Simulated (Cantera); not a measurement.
Charge: 1 mol Pb, 0.3 mol O2, 6.8 mol H2, held at 825 K and 750 Torr.

These are equilibrium values from Cantera (NASA tables, ideal gas, pure condensed phases), not measurements of a reactor. Candidate condensed phases: H2O, Pb, PbO, PbO2, Pb3O4; 12 gas species. The numbers say what is thermodynamically allowed, not how fast it happens.

Q: What is the equilibrium state?

A: 
```json
{
 "x(H2)": "0.912",
 "x(H2O)": "0.0882",
 "n(Pb(l))": "1.000 mol",
 "gas_amount": "6.800 mol",
 "log10 activity of PbO2(s) (absent)": "-20.52"
}
```
